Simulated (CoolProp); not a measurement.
A simple Rankine cycle with R142b: condensing at 302.15 K, boiler at 1.16 MPa, turbine inlet 360.3 K, turbine efficiency 0.9, pump efficiency 0.6, no recuperator. Each further row changes one setting.

Model: reference Helmholtz-energy equation of state, Lemmon 2006, in CoolProp. It is a short technical equation, of lower accuracy than the large ones.

| case | thermal efficiency (%) | net work (kJ/kg) | heat in (kJ/kg) | turbine exit temperature (K) | volume ratio over the turbine |
|---|---|---|---|---|---|
| as stated | (withheld) | 23.4 | 241 | 320.9 | (withheld) |
| turbine inlet 380.3 K | 9.8 | 25.6 | 263 | (withheld) | 2.99 |
| condensing temperature 294.15 K | 11.4 | 28.6 | 251 | 313.3 | 3.84 |
| boiler pressure 0.812 MPa | 6.9 | 17.1 | 247 | 334.9 | 2.09 |
| turbine efficiency 0.8 | 8.6 | 20.6 | 241 | 323.8 | 3.07 |

**Question.** Fill in the missing entries.

**Answer.** 
- as stated, thermal efficiency (%): 9.7
- as stated, volume ratio over the turbine: 3.04
- turbine inlet 380.3 K, turbine exit temperature (K): 341.7
